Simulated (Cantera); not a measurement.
A Cantera script and what it prints.

```python
import numpy as np
import cantera as ct

gas_names = """
    H H2 N NH NH2 NH3 N2 N2H2 N2H4 Si SiH SiH2 SiH3 SiH4 SiN Si2 Si2N Si3
""".split()
cond_names = """
    Si(cr) Si(L) Si3N4(a)
""".split()


# ... load() reads the species with a 1 bar reference pressure and builds the phases ...
atoms = {
    'trisilylamine': {'Si': 3, 'N': 1, 'H': 9},
    'N2': {'N': 2},
    'H2': {'H': 2},
}
top_T = {'Si3N4(a)': 2400}  # K; cautious upper limits of use, not melting points


# ... equilibrate(T, P, feed) seeds the gas with the atoms and calls Mixture.equilibrate('TP', solver="vcs", rtol=1e-11, max_steps=5000) ...
results = []
feed = {'trisilylamine': 1, 'N2': 19, 'H2': 2.1}  # mol
T = 1223  # K
P = 45  # Pa
mix = equilibrate(T, P, feed)
results.append((T, P, feed, dict(zip(mix.species_names, mix.species_moles))))
print(gas.report(threshold=0.0001))
for i in range(1, mix.n_phases):
    print(f"{mix.phase(i).name:16s} {mix.phase_moles(i):12.5e} mol")
```

It prints:

```
       temperature   1223 K
          pressure   45 Pa
           density   9.2465e-05 kg/m^3
  mean mol. weight   20.894 kg/kmol
   phase of matter   gas

                          1 kg             1 kmol
                     ---------------   ---------------
          enthalpy        1.3644e+06        2.8508e+07  J
   internal energy        8.7771e+05        1.8339e+07  J
           entropy             13722        2.8671e+05  J/K
    Gibbs function       -1.5418e+07       -3.2214e+08  J
 heat capacity c_p            1581.3             33040  J/K
 heat capacity c_v            1183.4             24725  J/K

                      mass frac. Y      mole frac. X     chem. pot. / RT
                     ---------------   ---------------   ---------------
                H2          0.026423           0.27385            -27.03
                N2           0.97358           0.72614           -33.434
     [  +16 minor]         3.656e-07        7.4268e-06

Si(cr)            0.00000e+00 mol
Si3N4(a)          1.00000e+00 mol
```

Method: chemical equilibrium by Gibbs-energy minimisation in Cantera with the NASA 1993 tables (ideal gas, pure condensed phases). The feed counts by its element totals alone.
